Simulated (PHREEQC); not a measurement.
Make-up at 50 °C: 0.0095 mol CuCl2 and 9.9e-05 mol HCl per kg of water. Closed to the air; pH follows from the charge balance.

The numbers come from PHREEQC with the ion-association model, wateq4f.dat.

Problem. The ionic strength comes out as 0.0271 mol/kgw. What activity coefficients do H+, Cu+2, Cu2(OH)2+2, Cl-, CuCl+ get?

Solution. H+ 0.87, Cu+2 0.54, Cu2(OH)2+2 0.52, Cl- 0.85, CuCl+ 0.85.

No solid was allowed to form. Species that the database lacks are ignored. At this temperature some constants are extrapolated from 25 °C, and those without enthalpy data are left unchanged.
